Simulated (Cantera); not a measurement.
Feed: 1 mol S, 0.99 mol O2, at 2948.15 K and 1300 Pa.

These are equilibrium values from Cantera (NASA tables, ideal gas, pure condensed phases), not measurements of a reactor. Candidate condensed phases: S; 10 gas species. Equilibrium is a limit: real reactors are often held back by kinetics, nucleation or transport.

Base state: SO 0.307, O 0.270, SO2 0.226, O2 0.106, S 0.0889, S2 0.00218, S2O 6.72e-5 (mole fractions); condensed: gas only.

Task: What changes in the equilibrium state with this change: temperature from 2948.15 K to 2648.15 K?

Result: 
```csv
species,before,after
SO2,0.226,0.596
SO,0.307,0.222
O2,0.106,0.0868
O,0.270,0.0746
S,0.0889,0.0196
SO3,7.97e-6,2.89e-5
S2,0.00218,0.000804
S2O,6.72e-5,5.31e-5
```
